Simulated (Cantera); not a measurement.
Input: 1 mol SiCl4, 0.75 mol HCl, 18 mol H2, equilibrated at 1.60 bar.

Equilibrium computed with Cantera from the NASA thermochemical tables; the gas is ideal and each condensed phase is pure. Candidate condensed phases: Si; 19 gas species. The tables' values for SiCl3 are old estimates; treat these amounts as uncertain. The numbers say what is thermodynamically allowed, not how fast it happens.

log p: log10 of the partial pressure in bar; nothing condenses.

```json
[
 {"T (K)": "698", "log p H2": "0.16", "log p HCl": "-1.21", "log p SiCl4": "-1.09", "log p SiCl2": "-11.75", "log p SiHCl3": "-3.42", "log p SiCl3": "-7.69", "log p SiH2Cl2": "-6.93"},
 {"T (K)": "773", "log p H2": "0.16", "log p HCl": "-1.21", "log p SiCl4": "-1.10", "log p SiCl2": "[?]", "log p SiHCl3": "[?]", "log p SiCl3": "-6.41", "log p SiH2Cl2": "[?]"},
 {"T (K)": "848", "log p H2": "0.16", "log p HCl": "-1.20", "log p SiCl4": "-1.11", "log p SiCl2": "-7.80", "log p SiHCl3": "-2.54", "log p SiCl3": "-5.38", "log p SiH2Cl2": "-5.03"},
 {"T (K)": "923", "log p H2": "0.16", "log p HCl": "-1.18", "log p SiCl4": "-1.12", "log p SiCl2": "-6.35", "log p SiHCl3": "-2.23", "log p SiCl3": "-4.54", "log p SiH2Cl2": "-4.35"},
 {"T (K)": "998", "log p H2": "0.16", "log p HCl": "-1.15", "log p SiCl4": "-1.15", "log p SiCl2": "-5.16", "log p SiHCl3": "-2.00", "log p SiCl3": "-3.85", "log p SiH2Cl2": "-3.82"},
 {"T (K)": "1073", "log p H2": "0.16", "log p HCl": "-1.11", "log p SiCl4": "-1.19", "log p SiCl2": "-4.18", "log p SiHCl3": "-1.83", "log p SiCl3": "-3.29", "log p SiH2Cl2": "-3.40"},
 {"T (K)": "1148", "log p H2": "0.16", "log p HCl": "-1.07", "log p SiCl4": "-1.23", "log p SiCl2": "-3.37", "log p SiHCl3": "-1.70", "log p SiCl3": "-2.82", "log p SiH2Cl2": "-3.07"},
 {"T (K)": "1223", "log p H2": "0.15", "log p HCl": "-1.02", "log p SiCl4": "-1.30", "log p SiCl2": "-2.70", "log p SiHCl3": "-1.63", "log p SiCl3": "-2.45", "log p SiH2Cl2": "-2.84"},
 {"T (K)": "1298", "log p H2": "0.15", "log p HCl": "-0.97", "log p SiCl4": "-1.39", "log p SiCl2": "-2.19", "log p SiHCl3": "-1.62", "log p SiCl3": "-2.18", "log p SiH2Cl2": "-2.70"},
 {"T (K)": "1373", "log p H2": "0.14", "log p HCl": "-0.90", "log p SiCl4": "-1.51", "log p SiCl2": "-1.81", "log p SiHCl3": "-1.67", "log p SiCl3": "-1.99", "log p SiH2Cl2": "-2.66"},
 {"T (K)": "1448", "log p H2": "0.14", "log p HCl": "[?]", "log p SiCl4": "[?]", "log p SiCl2": "[?]", "log p SiHCl3": "[?]", "log p SiCl3": "-1.90", "log p SiH2Cl2": "-2.70"},
 {"T (K)": "1523", "log p H2": "0.13", "log p HCl": "-0.77", "log p SiCl4": "-1.92", "log p SiCl2": "-1.38", "log p SiHCl3": "-1.97", "log p SiCl3": "-1.89", "log p SiH2Cl2": "-2.80"},
 {"T (K)": "1598", "log p H2": "0.13", "log p HCl": "-0.73", "log p SiCl4": "-2.20", "log p SiCl2": "-1.28", "log p SiHCl3": "-2.18", "log p SiCl3": "-1.94", "log p SiH2Cl2": "-2.94"}
]
```

**Question.** Complete the blanks.

**Answer.** 
- 773, log p SiCl2: -9.57
- 773, log p SiHCl3: -2.93
- 773, log p SiH2Cl2: -5.87
- 1448, log p HCl: -0.83
- 1448, log p SiCl4: -1.69
- 1448, log p SiCl2: -1.55
- 1448, log p SiHCl3: -1.79
